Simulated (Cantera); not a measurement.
Input: 1 mol Ti(OiPr)₄, 0.31 mol CH₄, at 1375 K and 100000 Pa.

Method: chemical equilibrium by Gibbs-energy minimisation in Cantera with the NASA 1993 tables (ideal gas, pure condensed phases). Candidate condensed phases: C, C₆H₆, C₇H₈, C₈H₁₈, H₂O, Ti, TiC, TiO, TiO₂, Ti₂O₃, Ti₃O₅, Ti₄O₇; 113 gas species. The feed counts by its element totals alone. The numbers say what is thermodynamically allowed, not how fast it happens.

Base state: H₂ 0.858, CO 0.138, CH₄ 0.00367, H₂O 0.000543, CO₂ 4.21e-5 (mole fractions); condensed: C(graphite) + Ti₃O₅(s).

Q: What changes in the equilibrium state with this change: temperature from 1375 K to 1675 K?

A: 
| species | before | after |
|---|---|---|
| H₂ | 0.858 | 0.784 |
| CO | 0.138 | 0.215 |
| CH₄ | 0.00367 | 0.000741 |
| H | 3.17e-6 | 0.000103 |
| C₂H₂ (acetylene) | 1.53e-6 | 4.55e-5 |
| C(graphite), mol | 9.92 | 7.30 |
| Ti₃O₅(s), mol | 0.333 | 0 |
| TiC(s), mol | 0 | 1.00 |
TiC: taken at fixed stoichiometry.
